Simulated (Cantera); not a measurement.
Feed: 1 mol SiC, 1.9 mol H₂, at 1748 K and 750 Torr.

Method: chemical equilibrium by Gibbs-energy minimisation in Cantera with the NASA 1993 tables (ideal gas, pure condensed phases). Candidate condensed phases: C, C₆H₆, C₇H₈, C₈H₁₈, Si, SiC; 87 gas species. Gases not in the tables: Si₂H₆ and higher silanes. Rates play no part.

Base state: H₂ 1.000, H 0.000228, CH₄ 2.08e-5, SiH₂ 1.71e-5 (mole fractions); condensed: SiC(s).

Q: What changes in the equilibrium state with this change: temperature from 1748 K to 2800 K?

A: 
```tsv
species	before	after
H₂	1.000	0.868
H	0.000228	0.0762
Si	1.21e-6	0.0225
C₂H₂ (acetylene)	5.78e-8	0.0142
SiC₂	<1e-9	0.00613
Si₂C	9.68e-9	0.00637
C₂H	<1e-9	0.000157
SiC(s), mol	1.000	0.901
```
